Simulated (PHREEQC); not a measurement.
Dissolve 6 mmol/kgw K2HPO4, 87 mmol/kgw Na2HPO4 and 0.32 mmol/kgw H3BO3 at 32 °C. Closed to the air; pH follows from the charge balance.

Model: ion-association model, phreeqc.dat, run in PHREEQC.

| quantity | before | after |
|---|---|---|
| pH | 9.00 | 11.79 |
| ionic strength (mol/kgw) | 0.263 | 0.501 |
| HPO4-2 (mol/kgw) | 0.0844 | 0.0205 |
| H2PO4- (mol/kgw) | 0.000484 | 1.58e-7 |
| KHPO4- (mol/kgw) | 0.000478 | 9.37e-5 |
| PO4-3 (mol/kgw) | 0.000305 | 0.0701 |

**Question.** Name the change that produced these shifts.
A) Na2HPO4 left out
B) H3BO3 left out
C) diluted 2-fold with water
D) H3BO3 from 0.00032 to 0.000352 mol/kgw
E) Na2HPO4 replaced by Na3PO4 at the same molality

**Answer.** E, Na2HPO4 replaced by Na3PO4 at the same molality

This is a speciation only: nothing precipitates in the calculation.
